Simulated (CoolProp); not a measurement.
CF4 (R14) along the isotherm -102.25 °C: density (kg/m³) from the reference equation and from simpler models built on Tc = -45.8 °C, pc = 37.62 bar, ω = 0.178; each cubic takes its own stable root.

Model: reference Helmholtz-energy equation of state, Platzer 1990, in CoolProp. This equation is an older, rougher fit; its heat capacities, sound speeds and derivatives of the liquid may be far off and weren't checked against measurements.

```json
[
 {"p (bar)": "0.0595", "phase": "gas", "reference": "0.3690"},
 {"p (bar)": "0.0926", "phase": "gas", "reference": "0.5746"},
 {"p (bar)": "0.144", "phase": "gas", "reference": "0.8945"},
 {"p (bar)": "0.225", "phase": "gas", "reference": "1.400"},
 {"p (bar)": "0.35", "phase": "gas", "reference": "2.184"},
 {"p (bar)": "0.544", "phase": "gas", "reference": "3.408"},
 {"p (bar)": "0.848", "phase": "gas", "reference": "5.348"},
 {"p (bar)": "1.32", "phase": "gas", "reference": "8.414"},
 {"p (bar)": "2.06", "phase": "gas", "reference": "13.36"},
 {"p (bar)": "3.2", "phase": "gas", "reference": "21.36"},
 {"p (bar)": "4.98", "phase": "liquid", "reference": "1456"},
 {"p (bar)": "7.76", "phase": "liquid", "reference": "1458"},
 {"p (bar)": "12.1", "phase": "liquid", "reference": "1461"},
 {"p (bar)": "18.8", "phase": "liquid", "reference": "1465"}
]
```

Q: How far does each simpler model (van der Waals, Redlich-Kwong, Soave-Redlich-Kwong, Peng-Robinson) lie from the reference over these 14 states: mean and median of the absolute difference, and the worst?

A: 
- van der Waals: mean 19.2 %, median 0.6 %, worst -97.7 % at -102.25 °C and 4.98 bar
- Redlich-Kwong: mean 8.3 %, median 0.1 %, worst -97.6 % at -102.25 °C and 4.98 bar
- Soave-Redlich-Kwong: mean 1.0 %, median 0.0 %, worst -3.4 % at -102.25 °C and 4.98 bar
- Peng-Robinson: mean 2.8 %, median 0.2 %, worst +9.8 % at -102.25 °C and 18.8 bar

At some of these states van der Waals, Redlich-Kwong gives the other phase, because its saturation line lies elsewhere.
